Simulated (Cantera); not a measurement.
Cantera with NASA thermochemical tables; ideal gases at 1 bar, condensed phases pure. Values are per mole of reaction as written; species without (g) are pure solids or liquids, kept so even where they would boil at 1 bar.

2 NF₃(g) + 3 Pb → 3 PbF₂ + 2 N(g), with ΔH° = -822.0 kJ and ΔS° = -70.1 J/K at 300 K.

Question: How far is the shortcut ΔG° ≈ ΔH°(300 K) − T·ΔS°(300 K) from the full temperature-dependent value at 573, 673, 773, 873, 973, 1073 K?

Answer: 
```json
[
 {"T (K)": "573", "shortcut (kJ)": "-781.9", "full (kJ)": "-788.1", "difference (kJ)": "6.2", "difference in log10 K": "-0.57", "condensed phases": "Pb(s), PbF₂(s)"},
 {"T (K)": "673", "shortcut (kJ)": "-774.9", "full (kJ)": "-785.0", "difference (kJ)": "10.2", "difference in log10 K": "-0.79", "condensed phases": "Pb(l), PbF₂(s)"},
 {"T (K)": "773", "shortcut (kJ)": "-767.9", "full (kJ)": "-784.2", "difference (kJ)": "16.4", "difference in log10 K": "-1.11", "condensed phases": "Pb(l), PbF₂(s)"},
 {"T (K)": "873", "shortcut (kJ)": "-760.8", "full (kJ)": "-785.5", "difference (kJ)": "24.6", "difference in log10 K": "-1.47", "condensed phases": "Pb(l), PbF₂(s)"},
 {"T (K)": "973", "shortcut (kJ)": "-753.8", "full (kJ)": "-787.7", "difference (kJ)": "33.9", "difference in log10 K": "-1.82", "condensed phases": "Pb(l), PbF₂(s)"},
 {"T (K)": "1073", "shortcut (kJ)": "-746.8", "full (kJ)": "-790.5", "difference (kJ)": "43.7", "difference in log10 K": "-2.13", "condensed phases": "Pb(l), PbF₂(s)"}
]
```
The shortcut ignores heat capacities and the phase changes listed.
